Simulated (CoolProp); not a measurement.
1000 sccm (0 °C, 1 atm) of nitrogen bubbles through liquid ethanol at 302.5 K and leaves saturated at a total pressure of 0.042 MPa (ideal gas phase). Each further row changes one setting.

Computed with CoolProp (reference Helmholtz-energy equation of state, Schroeder 2014).

| case | vapour pressure (kPa) | mole fraction of vapour | delivery (mg/min) | delivery (sccm) | change of delivery for a bath 1 K warmer (%) |
|---|---|---|---|---|---|
| as stated | 10.1 | 0.240 | 650 | 316 | 7.7 |
| bath temperature 307.5 K | 13.3 | 0.316 | 950 | 462 | 8.3 |
| total pressure 0.084 MPa | 10.1 | 0.120 | 281 | 137 | 6.6 |
